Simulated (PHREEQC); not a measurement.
Consider water at 25 °C with 0.53 mmol/kgw Na2SeO4 and 0.47 mmol/kgw NH3. Closed to the air; pH follows from the charge balance.

Equilibrium calculation in PHREEQC: ion-association model, wateq4f.dat.

Each row changes one thing in this solution. Precipitation was switched off in this run.

| case | pH | ionic strength (mol/kgw) |
|---|---|---|
| as made | 9.91 | 0.00168 |
| Na2SeO4 from 0.00053 to 0.0053 mol/kgw | 9.91 | 0.0160 |
| NH3 left out | … | 0.00159 |
| NH3 from 0.00047 to 0.000705 mol/kgw | … | … |
| NH3 from 0.00047 to 0.000235 mol/kgw | … | 0.00165 |

Fill in the missing entries.


- NH3 left out, pH: 7.00
- NH3 from 0.00047 to 0.000705 mol/kgw, pH: 10.01
- NH3 from 0.00047 to 0.000705 mol/kgw, ionic strength (mol/kgw): 0.00170
- NH3 from 0.00047 to 0.000235 mol/kgw, pH: 9.74

Species that the database lacks are ignored.
